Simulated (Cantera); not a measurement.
# NO annealing gas

A perfectly stirred reactor is fed with 75.2 % NO, 24.8 % N2, at 15000 Pa; it is held at 1600 K, and followed from long to short residence time.

Model: GRI-Mech 3.0 (53 species, 325 reactions), integrated in Cantera.

| τ (s) | x NO | x N2O | x NO2 | x O | x O2 |
|---|---|---|---|---|---|
| 7.8 | 0.714 | 0.000172 | 0.000349 | 6.22e-6 | 0.0186 |
| 3.2 | 0.735 | 0.000182 | 0.000262 | 4.76e-6 | 0.00794 |
| 1.3 | 0.745 | 0.000181 | 0.000206 | 3.90e-6 | 0.00320 |
| 0.56 | 0.749 | 0.000171 | 0.000174 | 3.42e-6 | 0.00130 |
| 0.23 | 0.751 | 0.000148 | 0.000148 | 3.03e-6 | 0.000458 |
| 0.096 | 0.751 | 0.000110 | 0.000118 | 2.59e-6 | 0.000138 |
| 0.040 | 0.752 | 6.83e-5 | 7.83e-5 | 2.04e-6 | 3.12e-5 |
| 0.016 | 0.752 | 3.45e-5 | 3.90e-5 | 1.45e-6 | 4.66e-6 |
| 0.0068 | 0.752 | 1.63e-5 | 1.69e-5 | 1.09e-6 | 7.12e-7 |
| 0.0028 | 0.752 | 7.06e-6 | 6.55e-6 | 8.67e-7 | 1.13e-7 |
x: mole fraction; the columns are a selection and need not sum to one.
